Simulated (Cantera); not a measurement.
Mixture: CH4 : H2 : O2 : N2 : H2O = 1 : 1.4 : 2.25 : 13.5 : 0.81 (molar parts), equivalence ratio 1.2, at 1.30 bar, adiabatic and at constant pressure. Ignition delay is the time to a rise of 400 K.

Computed with Cantera and GRI-Mech 3.0 (53 species, 325 reactions).

Task: What does this change do: pressure from 1.30 bar to 1.80 bar?

Result: 
| quantity | before | after |
|---|---|---|
| delay at 1225 K | 0.773 ms | 0.610 ms |
| delay at 1325 K | 0.360 ms | 0.284 ms |
| delay at 1425 K | 0.185 ms | 0.145 ms |
| delay at 1525 K | 0.105 ms | 81.1 µs |
| delay at 1625 K | 63.9 µs | 48.8 µs |
| delay at 1725 K | 41.5 µs | 31.3 µs |
| delay at 1825 K | 28.2 µs | 21.0 µs |
| apparent activation energy between 1625 and 1825 K | 100 kJ/mol | 100 kJ/mol |

Task: What does this change do: pressure from 1.30 bar to 1.00 bar?

Result: 
```json
[
 {"quantity": "delay at 1225 K", "before": "0.773 ms", "after": "0.936 ms"},
 {"quantity": "delay at 1325 K", "before": "0.360 ms", "after": "0.437 ms"},
 {"quantity": "delay at 1425 K", "before": "0.185 ms", "after": "0.226 ms"},
 {"quantity": "delay at 1525 K", "before": "0.105 ms", "after": "0.129 ms"},
 {"quantity": "delay at 1625 K", "before": "63.9 µs", "after": "79.9 µs"},
 {"quantity": "delay at 1725 K", "before": "41.5 µs", "after": "52.3 µs"},
 {"quantity": "delay at 1825 K", "before": "28.2 µs", "after": "35.8 µs"},
 {"quantity": "apparent activation energy between 1625 and 1825 K", "before": "100 kJ/mol", "after": "99 kJ/mol"}
]
```
